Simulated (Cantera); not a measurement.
Cantera with NASA thermochemical tables; ideal gases at 1 bar, condensed phases pure. Values are per mole of reaction as written; species without (g) are pure solids or liquids, kept so even where they would boil at 1 bar.

5 H₂O(g) + 2 Nb → Nb₂O₅ + 10 H(g)

```json
[
 {"T (K)": "1975", "ΔH° (kJ)": "1787.6", "ΔS° (J/K)": "555.2", "ΔG° (kJ)": "691.0", "log10 K": "-18.28", "condensed phases": "Nb(s), Nb₂O₅(l)"},
 {"T (K)": "2075", "ΔH° (kJ)": "1800.0", "ΔS° (J/K)": "561.3", "ΔG° (kJ)": "635.2", "log10 K": "-15.99", "condensed phases": "Nb(s), Nb₂O₅(l)"},
 {"T (K)": "2175", "ΔH° (kJ)": "[?]", "ΔS° (J/K)": "[?]", "ΔG° (kJ)": "[?]", "log10 K": "[?]", "condensed phases": "Nb(s), Nb₂O₅(l)"},
 {"T (K)": "2275", "ΔH° (kJ)": "1823.2", "ΔS° (J/K)": "572.0", "ΔG° (kJ)": "521.8", "log10 K": "-11.98", "condensed phases": "Nb(s), Nb₂O₅(l)"},
 {"T (K)": "2375", "ΔH° (kJ)": "[?]", "ΔS° (J/K)": "[?]", "ΔG° (kJ)": "[?]", "log10 K": "[?]", "condensed phases": "Nb(s), Nb₂O₅(l)"},
 {"T (K)": "2475", "ΔH° (kJ)": "[?]", "ΔS° (J/K)": "[?]", "ΔG° (kJ)": "[?]", "log10 K": "[?]", "condensed phases": "Nb(s), Nb₂O₅(l)"},
 {"T (K)": "2575", "ΔH° (kJ)": "1854.1", "ΔS° (J/K)": "584.8", "ΔG° (kJ)": "348.2", "log10 K": "-7.06", "condensed phases": "Nb(s), Nb₂O₅(l)"},
 {"T (K)": "2675", "ΔH° (kJ)": "1863.2", "ΔS° (J/K)": "588.3", "ΔG° (kJ)": "289.6", "log10 K": "-5.65", "condensed phases": "Nb(s), Nb₂O₅(l)"},
 {"T (K)": "2775", "ΔH° (kJ)": "[?]", "ΔS° (J/K)": "[?]", "ΔG° (kJ)": "[?]", "log10 K": "[?]", "condensed phases": "Nb(l), Nb₂O₅(l)"}
]
```

### Question
Fill in the missing entries.

### Answer

- 2175, ΔH° (kJ): 1811.8
- 2175, ΔS° (J/K): 566.9
- 2175, ΔG° (kJ): 578.8
- 2175, log10 K: -13.90
- 2375, ΔH° (kJ): 1834.0
- 2375, ΔS° (J/K): 576.7
- 2375, ΔG° (kJ): 464.4
- 2375, log10 K: -10.21
- 2475, ΔH° (kJ): 1844.3
- 2475, ΔS° (J/K): 580.9
- 2475, ΔG° (kJ): 406.5
- 2475, log10 K: -8.58
- 2775, ΔH° (kJ): 1818.5
- 2775, ΔS° (J/K): 572.1
- 2775, ΔG° (kJ): 231.1
- 2775, log10 K: -4.35
